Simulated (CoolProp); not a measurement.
Vapour pressure (MPa) of ethylene: the reference equation beside estimates from Tc = 9.2 °C, pc = 5.042 MPa, ω = 0.087.

Values from CoolProp's reference Helmholtz-energy equation of state, Smukala 2000.

```
T (°C)   reference  van der Waals  Redlich-Kwong  Peng-Robinson
-------  ---------  -------------  -------------  -------------
-134.95    0.01004         0.1211       0.008432        0.01072
-124.45    0.02473         0.1975        0.02274        0.02579
-113.95    0.05329         0.3030        0.05209        0.05466
-103.35     0.1039         0.4438         0.1058         0.1053
-92.85      0.1847         0.6218         0.1929         0.1859
-82.35      0.3064         0.8423         0.3251         0.3071
-71.75      0.4822          1.112         0.5157         0.4822
-61.25      0.7208          1.429         0.7728         0.7203
-50.75       1.036          1.798          1.109          1.036
-40.15       1.446          2.228          1.540          1.447
-29.65       1.955          2.711          2.067          1.960
-19.15       2.584          3.256          2.704          2.595
-8.55        3.358          3.868          3.468          3.374
1.95         4.285          4.540          4.352          4.302
```

Absolute difference from the reference over all 14 rows, mean and median: van der Waals 246.7 and 114.4 %, Redlich-Kwong 5.8 and 5.9 %, Peng-Robinson 1.3 and 0.4 %.
